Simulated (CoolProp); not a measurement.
Vapour-liquid equilibrium of methanol (1) + n-undecane (2) at 160.05 °C; x and y are mole fractions of (1).

Values from CoolProp's multi-fluid Helmholtz-energy mixture model, de Reuck 1993 and Aleksandrov 2011; pair parameters Bell 2016.

### Question
Give the bubble pressure and the first vapour's composition at x = 0.55, 0.85, 0.95. Is there an azeotrope?

### Answer
x = 0.55: 1.291 MPa, y = 0.979; x = 0.85: 1.519 MPa, y = 0.986; x = 0.95: 1.664 MPa, y = 0.994. No azeotrope shows between x = 0.05 and 0.95.

The pair parameters rest on a limited set of measurements; away from them the model extrapolates. The gap from Raoult's law changes sign with composition, which may be real or a fault of the pair parameters; it wasn't checked against measurements.
